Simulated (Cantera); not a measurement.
**FeCl₃ + H₂ + N₂ (halide evaporation, hydrolysis and transport)**

Feed: 1 mol FeCl₃, 0.4 mol H₂, 18 mol N₂, equilibrated at 10.0 mbar.

These are equilibrium values from Cantera (NASA tables, ideal gas, pure condensed phases), not measurements of a reactor. Candidate condensed phases: Fe, FeCl₂, FeCl₃, NH₄Cl; 18 gas species. Equilibrium is a limit: real reactors are often held back by kinetics, nucleation or transport.

From 352 °C to 552 °C the condensed part is FeCl₂(s). From 602 °C to 902 °C nothing is condensed. The main Fe-bearing gas is Fe₂Cl₆ at 352 °C and FeCl₂ at 902 °C.

```csv
T (°C),x N₂,x FeCl₂,x HCl,x FeCl₃,x Fe₂Cl₆,x Fe₂Cl₄,x Cl,x Cl₂,n FeCl₂(s)
352,0.951,2.88e-6,0.0423,0.00282,0.00374,3.26e-8,6.12e-9,0.000137,0.805
402,0.949,4.54e-5,0.0422,0.00598,0.00222,1.01e-6,2.32e-8,5.88e-5,0.801
452,0.948,0.000482,0.0421,0.00880,0.000849,1.91e-5,5.70e-8,1.72e-5,0.791
502,0.944,0.00373,0.0419,0.00999,0.000244,0.000242,1.03e-7,3.99e-6,0.720
552,0.924,0.0223,0.0411,0.0101,6.75e-5,0.00222,1.58e-7,9.25e-7,0.279
602,0.911,0.0368,0.0405,0.0101,2.10e-5,0.00182,6.71e-7,2.12e-6,0
652,0.910,0.0391,0.0404,0.0101,7.55e-6,0.000703,3.62e-6,9.76e-6,0
702,0.909,0.0399,0.0404,0.0100,2.99e-6,0.000283,1.68e-5,4.02e-5,0
752,0.909,0.0405,0.0404,0.00975,1.25e-6,0.000123,6.63e-5,0.000140,0
802,0.909,0.0413,0.0404,0.00909,5.21e-7,5.86e-5,0.000219,0.000393,0
852,0.908,0.0425,0.0403,0.00785,1.99e-7,3.07e-5,0.000589,0.000825,0
902,0.907,0.0442,0.0403,0.00618,6.72e-8,1.74e-5,0.00130,0.00130,0
```
x: gas mole fraction; n: condensed amount in mol.
